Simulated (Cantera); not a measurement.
A closed system holds: 1 mol MgO, 0.58 mol Cl2, 12 mol H2, at 1.90 mbar.

Equilibrium computed with Cantera from the NASA thermochemical tables; the gas is ideal and each condensed phase is pure. Candidate condensed phases: H2O, Mg, MgCl2, MgO, Mg(OH)2; 22 gas species. Condensed phases not in the tables: MgOHCl. Kinetics and transport are ignored.

Task: What share of the Mg ends up in condensed phases as a function of T (°C), at 602, 702, 802, 902, 1002, 1102, 1202, 1302, 1402, 1502, 1602?

Result: 
```csv
T (°C),Mg condensed (%),as
602,99.9,MgO(s)
702,99.6,MgO(s)
802,99.1,MgO(s)
902,98.2,MgO(s)
1002,96.9,MgO(s)
1102,95.2,MgO(s)
1202,93.0,MgO(s)
1302,90.2,MgO(s)
1402,85.8,MgO(s)
1502,75.9,MgO(s)
1602,53.1,MgO(s)
```
